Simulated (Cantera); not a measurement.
# Premixed flame

A freely propagating, adiabatic, planar premixed flame of 9.06 % CH4, 15.1 % O2, 74.0 % N2, 1.81 % H2, equivalence ratio 1.3, unburnt at 350 K and 1800 Torr; mixture-averaged transport, grid criteria slope 0.08 and curve 0.16, no radiation.

Model: GRI-Mech 3.0 (53 species, 325 reactions), integrated in Cantera. Burning velocities carry a grid error of a few per cent, more on coarse grids.

| z (mm) | T (K) | u (m/s) | x CH4 | x O2 | x H2O2 | x CO | x H | x C2H2 |
|---|---|---|---|---|---|---|---|---|
| -2.02 | 351 | 0.0967 | 0.0905 | 0.151 | 3.62e-8 | 9.84e-6 | <1e-8 | 2.88e-8 |
| -1.35 | 359 | 0.0991 | 0.0898 | 0.150 | 5.01e-7 | 0.000136 | <1e-8 | 5.58e-7 |
| -1.01 | 388 | 0.107 | 0.0880 | 0.149 | 2.43e-6 | 0.000675 | <1e-8 | 3.55e-6 |
| -0.674 | 537 | 0.150 | 0.0793 | 0.138 | 1.32e-5 | 0.00411 | <1e-8 | 3.01e-5 |
| -0.337 | 1015 | 0.286 | 0.0503 | 0.0948 | 3.23e-5 | 0.0188 | 2.35e-6 | 0.000185 |
| -0.169 | 1385 | 0.393 | 0.0264 | 0.0562 | 5.96e-6 | 0.0326 | 4.61e-5 | 0.000389 |
| 0 | 1716 | 0.489 | 0.00636 | 0.0185 | 6.31e-7 | 0.0445 | 0.000463 | 0.000786 |
| 0.169 | 1846 | 0.526 | 0.000957 | 0.00351 | 1.27e-7 | 0.0454 | 0.000943 | 0.000489 |
| 0.337 | 1876 | 0.534 | 0.000239 | 0.000675 | 3.12e-8 | 0.0435 | 0.000892 | 0.000225 |
| 0.674 | 1889 | 0.537 | 4.94e-5 | 4.85e-5 | <1e-8 | 0.0418 | 0.000616 | 7.88e-5 |
| 1.35 | 1894 | 0.538 | 1.25e-5 | 3.39e-6 | <1e-8 | 0.0413 | 0.000372 | 2.45e-5 |
| 2.70 | 1896 | 0.538 | 4.74e-6 | 9.02e-7 | <1e-8 | 0.0413 | 0.000217 | 7.90e-6 |
| 5.40 | 1897 | 0.539 | 2.05e-6 | 3.15e-7 | <1e-8 | 0.0413 | 0.000132 | 2.35e-6 |
x: mole fraction of selected species; z is measured from the peak of heat release.

```json
{
 "laminar_burning_velocity": "9.64 cm/s",
 "thermal_thickness": "0.674 mm",
 "peak x(H2O2)": "3.30e-5",
 "peak x(CO)": "0.0460",
 "peak x(H)": "0.000962",
 "peak x(C2H2)": "0.000793"
}
```
